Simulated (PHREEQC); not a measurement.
Make-up at 54 °C: 0.028 mol KHF2 per kg of water. It is in equilibrium with CO2 at log p = 0 (atm). Otherwise closed; pH follows from the charge balance.

All values are PHREEQC results (ion-association model, phreeqc.dat), not measurements.

No solid was allowed to form.

### Question
Predict the pH.

### Answer
pH 3.35.

### Question
In which forms is F present?

### Answer
F- 46 %, HF 44 %, HF2- 9.9 % of the F.

At this temperature some constants are extrapolated from 25 °C, and those without enthalpy data are left unchanged.
